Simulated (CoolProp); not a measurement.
Values from CoolProp's reference Helmholtz-energy equation of state, Lemmon and Jacobsen 2000.

Q: For R143a, give the phase and the Z, cv (kJ/(kg K)) at 362.5 K and 0.334 MPa; 362.5 K and 1.88 MPa.

A: 
- 362.5 K and 0.334 MPa: gas; Z 0.972, cv 0.965
- 362.5 K and 1.88 MPa: gas; Z 0.827, cv 1.01
